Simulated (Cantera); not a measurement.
An isothermal, constant-pressure homogeneous reactor starts with H₂ : O₂ = 0.048 : 1 (molar parts), at 1450 K and 2.40 Torr. Integrator tolerance rtol = 1e-08.

Computed with Cantera and GRI-Mech 3.0 (53 species, 325 reactions). Radical loss at walls, strong at low pressure, is not modelled. The temperature is held fixed by assumption; the heat of reaction is taken as removed at once.

### Question
What does this change do: H2 0.048 to 0.0062 parts?

### Answer
```json
[
 {"quantity": "x(H₂) at 1.00 s", "before": "0.000453 (gas-phase equilibrium 8.08e-7)", "after": "1.40e-5 (gas-phase equilibrium 1.04e-7)"},
 {"quantity": "x(O₂) at 1.00 s", "before": "0.929 (gas-phase equilibrium 0.953)", "after": "0.988 (gas-phase equilibrium 0.994)"},
 {"quantity": "x(OH) at 1.00 s", "before": "0.00491 (gas-phase equilibrium 0.000210)", "after": "0.000891 (gas-phase equilibrium 7.69e-5)"},
 {"quantity": "x(HO₂) at 1.00 s", "before": "3.06e-7 (gas-phase equilibrium 6.79e-8)", "after": "5.04e-8 (gas-phase equilibrium 2.54e-8)"},
 {"quantity": "x(H₂O) at 1.00 s", "before": "0.0422 (gas-phase equilibrium 0.0468)", "after": "0.00566 (gas-phase equilibrium 0.00614)"},
 {"quantity": "x(H₂O₂) at 1.00 s", "before": "8.57e-9 (gas-phase equilibrium 3.98e-10)", "after": "1.10e-9 (gas-phase equilibrium 5.34e-11)"},
 {"quantity": "x(H) at 1.00 s", "before": "0.00219 (gas-phase equilibrium 1.51e-7)", "after": "9.21e-5 (gas-phase equilibrium 5.43e-8)"}
]
```
